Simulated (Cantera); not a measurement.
An isothermal, constant-pressure homogeneous reactor starts with 6.75 % H2, 16.1 % O2, 77.2 % N2, equivalence ratio 0.21, at 925 K and 473 Torr.

Computed with Cantera and the H2/O2 subset of GRI-Mech 3.0, which has no nitrogen chemistry. Below about 950 K walls govern HO2 and H2O2 in real vessels. The temperature is held fixed by assumption; the heat of reaction is taken as removed at once.

x: mole fraction; the columns are a selection and need not sum to one.

```json
[
 {"t (s)": "6.00e-6", "x H2": "0.0675", "x O2": "0.161", "x H2O2": "<1e-12", "x HO2": "3.74e-12", "x O": "<1e-12", "x H": "2.68e-12"},
 {"t (s)": "2.14e-5", "x H2": "0.0675", "x O2": "0.161", "x H2O2": "<1e-12", "x HO2": "1.69e-11", "x O": "1.90e-12", "x H": "7.89e-12"},
 {"t (s)": "7.63e-5", "x H2": "0.0675", "x O2": "0.161", "x H2O2": "<1e-12", "x HO2": "1.02e-10", "x O": "1.02e-11", "x H": "2.69e-11"},
 {"t (s)": "0.000272", "x H2": "0.0675", "x O2": "0.161", "x H2O2": "1.21e-12", "x HO2": "1.11e-9", "x O": "6.28e-11", "x H": "1.47e-10"},
 {"t (s)": "0.000971", "x H2": "0.0675", "x O2": "0.161", "x H2O2": "1.38e-10", "x HO2": "(withheld)", "x O": "(withheld)", "x H": "(withheld)"},
 {"t (s)": "0.00346", "x H2": "0.0333", "x O2": "0.146", "x H2O2": "1.01e-5", "x HO2": "8.02e-5", "x O": "7.14e-5", "x H": "0.000113"},
 {"t (s)": "0.0124", "x H2": "0.0282", "x O2": "0.144", "x H2O2": "9.54e-5", "x HO2": "2.63e-5", "x O": "1.84e-7", "x H": "2.14e-7"},
 {"t (s)": "0.0441", "x H2": "0.0270", "x O2": "0.143", "x H2O2": "(withheld)", "x HO2": "3.49e-5", "x O": "(withheld)", "x H": "4.09e-7"},
 {"t (s)": "0.157", "x H2": "0.0203", "x O2": "0.140", "x H2O2": "0.000363", "x HO2": "3.69e-5", "x O": "4.17e-7", "x H": "4.31e-7"},
 {"t (s)": "0.561", "x H2": "0.00729", "x O2": "0.135", "x H2O2": "0.000193", "x HO2": "2.33e-5", "x O": "2.95e-7", "x H": "1.42e-7"},
 {"t (s)": "2.00", "x H2": "0.000624", "x O2": "0.132", "x H2O2": "1.11e-5", "x HO2": "4.85e-6", "x O": "7.37e-8", "x H": "6.17e-9"}
]
```

Question: Fill in the missing entries.

Answer: 
- 0.000971, x HO2: 5.59e-8
- 0.000971, x O: 1.93e-9
- 0.000971, x H: 4.42e-9
- 0.0441, x H2O2: 0.000217
- 0.0441, x O: 3.42e-7
